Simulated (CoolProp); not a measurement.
The numbers come from the reference Helmholtz-energy equation of state, Fiedler 2023 in CoolProp.

Problem. For tetrahydrofuran, give the phase and the density (kg/m³), cp (kJ/(kg K)), speed of sound (m/s), fugacity coefficient at 259 K and 67.2 bar; 281.5 K and 67.2 bar; 289.1 K and 67.2 bar.

Solution. 
- 259 K and 67.2 bar: liquid; density 929, cp 1.59, speed of sound 1500, fugacity coefficient 0.000537
- 281.5 K and 67.2 bar: liquid; density 905, cp 1.66, speed of sound 1390, fugacity coefficient 0.00184
- 289.1 K and 67.2 bar: liquid; density 897, cp 1.68, speed of sound 1350, fugacity coefficient 0.00265
